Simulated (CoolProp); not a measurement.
A simple Rankine cycle with R123: condensing at 288.15 K, boiler at 0.651 MPa, turbine inlet 380 K, turbine efficiency 0.65, pump efficiency 0.8, no recuperator. Each further row changes one setting.

Values from CoolProp's reference Helmholtz-energy equation of state, Younglove 1994. It is a modified Benedict-Webb-Rubin equation, recast in Helmholtz form.

| case | thermal efficiency (%) | net work (kJ/kg) | heat in (kJ/kg) | turbine exit temperature (K) | volume ratio over the turbine |
|---|---|---|---|---|---|
| as stated | 11.3 | 26.3 | 233 | 332.3 | 10.4 |
| turbine inlet 400 K | 11.3 | 28.2 | 249 | 352.7 | 10.2 |
| condensing temperature 280.15 K | 12.4 | 29.8 | 241 | 326.9 | 14.3 |
| boiler pressure 0.456 MPa | 9.8 | 23.2 | 236 | 341.1 | 7.11 |
| turbine efficiency 0.55 | 9.5 | 22.2 | 233 | 338.0 | 10.5 |
